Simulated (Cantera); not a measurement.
Input: 1 mol Si, 1.6 mol H2O, 900 mol N2, held at 0.00203 Torr.

Method: chemical equilibrium by Gibbs-energy minimisation in Cantera with the NASA 1993 tables (ideal gas, pure condensed phases). Candidate condensed phases: H2O, Si, SiO2, Si2N2O, Si3N4; 35 gas species. N2 is the only nitrogen source here; it is nearly inert below about 1500 K, so the nitride shown seldom forms there in practice. Mutual solubility and eutectic melting of coexisting phases are not modelled. The tables hold silica as quartz up to 1696 K and as liquid above; real silica turns to tridymite and cristobalite and melts near 1996 K. Equilibrium is a limit: real reactors are often held back by kinetics, nucleation or transport.

**Question.** What share of the Si ends up in condensed phases as a function of T (K), at 1000, 1050, 1100, 1150, 1200, 1250, 1300?

**Answer.** 
```json
[
 {"T (K)": "1000", "Si condensed (%)": "100.0", "as": "SiO2(β-quartz) + Si2N2O(s)"},
 {"T (K)": "1050", "Si condensed (%)": "99.8", "as": "SiO2(β-quartz) + Si2N2O(s)"},
 {"T (K)": "1100", "Si condensed (%)": "97.9", "as": "SiO2(β-quartz) + Si2N2O(s)"},
 {"T (K)": "1150", "Si condensed (%)": "76.2", "as": "SiO2(β-quartz) + Si2N2O(s)"},
 {"T (K)": "1200", "Si condensed (%)": "60.0", "as": "SiO2(β-quartz)"},
 {"T (K)": "1250", "Si condensed (%)": "60.0", "as": "SiO2(β-quartz)"},
 {"T (K)": "1300", "Si condensed (%)": "59.7", "as": "SiO2(β-quartz)"}
]
```
